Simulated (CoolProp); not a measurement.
R1224YDZ at 298.15 K and 0.0222 MPa is compressed adiabatically to 0.0843 MPa with isentropic efficiency 0.9. Each further row changes one setting.

Computed with CoolProp (reference Helmholtz-energy equation of state, Akasaka 2023).

| case | work (kJ/kg) | final temperature (K) | final density (kg/m³) |
|---|---|---|---|
| as stated | 25.6 | 332.0 | 4.64 |
| efficiency 1 | 23.1 | … | … |
| efficiency 0.65 | 35.5 | 343.8 | … |

### Question
What belongs in the gaps?

### Answer

- efficiency 1, final temperature (K): 328.9
- efficiency 1, final density (kg/m³): 4.68
- efficiency 0.65, final density (kg/m³): 4.47
